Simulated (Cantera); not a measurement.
Charge: 1 mol SiHCl₃, 0.062 mol HCl, 22 mol H₂, equilibrated at 1098 K and 92.0 mbar.

Cantera equilibrium calculation (NASA polynomials, part measured and part estimated; ideal gas, pure solids and liquids). Candidate condensed phases: Si; 19 gas species. The tables' values for SiCl₃ are old estimates; treat these amounts as uncertain. Rates play no part.

Base state: H₂ 0.942, HCl 0.0292, SiCl₄ 0.0171, SiHCl₃ 0.00803, SiCl₂ 0.00183, SiCl₃ 0.00149, SiH₂Cl₂ 0.000451 (mole fractions); condensed: Si(s).

Task: What changes in the equilibrium state with this change: temperature from 1098 K to 1175 K?

Result: 
| species | before | after |
|---|---|---|
| H₂ | 0.942 | 0.930 |
| HCl | 0.0292 | 0.0442 |
| SiCl₄ | 0.0171 | 0.0124 |
| SiCl₂ | 0.00183 | 0.00479 |
| SiCl₃ | 0.00149 | 0.00246 |
| Si(s), mol | 0.323 | 0.383 |

Task: What changes in the equilibrium state with this change: temperature from 1098 K to 1348 K?

Result: 
| species | before | after |
|---|---|---|
| H₂ | 0.942 | 0.904 |
| HCl | 0.0292 | 0.0723 |
| SiCl₂ | 0.00183 | 0.0162 |
| SiCl₄ | 0.0171 | 0.00239 |
| SiHCl₃ | 0.00803 | 0.00170 |
| SiH₂Cl₂ | 0.000451 | 0.000176 |
| Si(s), mol | 0.323 | 0.444 |
